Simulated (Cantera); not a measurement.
An isothermal, constant-pressure homogeneous reactor starts with 32.3 % CH4, 67.7 % N2, at 1625 K and 0.728 Torr.

Computed with Cantera and GRI-Mech 3.0 (53 species, 325 reactions). GRI-Mech 3.0 stops at C3 and has no aromatics, soot or wall deposition, so with more carbon than oxygen in the feed, carbon stays in small species such as C2H2 where larger ones or solid carbon would form. Radical loss at walls, strong at low pressure, is not modelled.

One state of this run: x CH4 = 0.0995; x C2H4 = 0.00238; x HCN = 2.14e-7; x C2H2 = 0.0814; x H = 0.000227. x: mole fraction; the columns are a selection and need not sum to one.

Q: Which value of t (s) does it belong to?
A) 4.15
B) 2.89e-5
C) 0.573
D) 30.0

A: A, 4.15
